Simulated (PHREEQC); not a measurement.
A solution holds 54 mmol/kgw H2SO4, 4.3 mmol/kgw H3BO3 and 0.015 mmol/kgw H4SiO4, at 20 °C. Closed to the air; pH follows from the charge balance.

Model: ion-association model, wateq4f.dat, run in PHREEQC.

| quantity | before | after |
|---|---|---|
| pH | 1.24 | 1.49 |
| ionic strength (mol/kgw) | 0.0846 | 0.0478 |
| HSO4- (mol/kgw) | 0.0387 | 0.0166 |
| SO4-2 (mol/kgw) | 0.0153 | 0.0104 |
| H2BO3- (mol/kgw) | 5.24e-11 | 4.42e-11 |
| SI of Quartz (SiO2) | -0.76 | -1.06 |

Q: Name the change that produced these shifts.
(A) diluted 2-fold with water
(B) temperature from 20 to 40 °C
(C) H2SO4 from 0.054 to 0.54 mol/kgw
(D) H4SiO4 replaced by K2SiO3 at the same molality
(E) diluted 10-fold with water

A: A, diluted 2-fold with water

No solid was allowed to form.
